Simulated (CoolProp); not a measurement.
A single-stage vapour-compression cycle with cis-2-butene: evaporating at 315.15 K (dew point), condensing at 366.15 K (bubble point), superheat 2 K, subcooling 0 K, compressor efficiency 0.8, no pressure losses. Each further row changes one setting.

Computed with CoolProp (reference Helmholtz-energy equation of state, Lemmon 2005). It is a short technical equation, of lower accuracy than the large ones.

```csv
case,cooling COP,pressure ratio,discharge temperature (K),refrigerating effect (kJ/kg),volumetric capacity (kJ/m³)
as stated,3.76,3.44,372.4,250,2090
evaporating temperature 320.15 K,___,___,371.7,256,2450
condensing temperature 361.15 K,4.32,___,___,263,2210
subcooling 5 K,3.96,3.44,372.4,263,2210
superheat 12 K,3.83,3.44,___,267,2140
compressor efficiency 0.7,3.29,3.44,376.9,250,2090
```

### Question
Complete the blanks.

### Answer

- evaporating temperature 320.15 K, cooling COP: 4.34
- evaporating temperature 320.15 K, pressure ratio: 2.99
- condensing temperature 361.15 K, pressure ratio: 3.10
- condensing temperature 361.15 K, discharge temperature (K): 367.3
- superheat 12 K, discharge temperature (K): 381.9
